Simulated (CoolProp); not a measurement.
A closed Brayton cycle with carbon dioxide: compressor inlet 312.15 K and 7.9 MPa, high pressure 15.7 MPa, turbine inlet 800 K, compressor efficiency 0.89, turbine efficiency 0.85, recuperator effectiveness 0 (on enthalpy, no pinch check). Each further row changes one setting.

Values from CoolProp's reference Helmholtz-energy equation of state, Span 1996.

| case | thermal efficiency (%) | net work (kJ/kg) | compressor to turbine work | compressor exit (K) | turbine exit (K) |
|---|---|---|---|---|---|
| as stated | [?] | 58.9 | 0.30 | 360.8 | 723.1 |
| turbine inlet 750 K | 10.2 | 53.1 | 0.32 | 360.8 | 675.9 |
| compressor inlet 322.15 K | 9.7 | 52.8 | 0.37 | 378.4 | 723.1 |
| high pressure 13.3 MPa | 7.8 | [?] | 0.28 | 348.9 | 741.4 |
| recuperator effectiveness 0.5 | [?] | 58.9 | 0.30 | 360.8 | 723.1 |

Problem. Complete the blanks.

Solution. 
- as stated, thermal efficiency (%): 10.1
- high pressure 13.3 MPa, net work (kJ/kg): 46.3
- recuperator effectiveness 0.5, thermal efficiency (%): 15.8
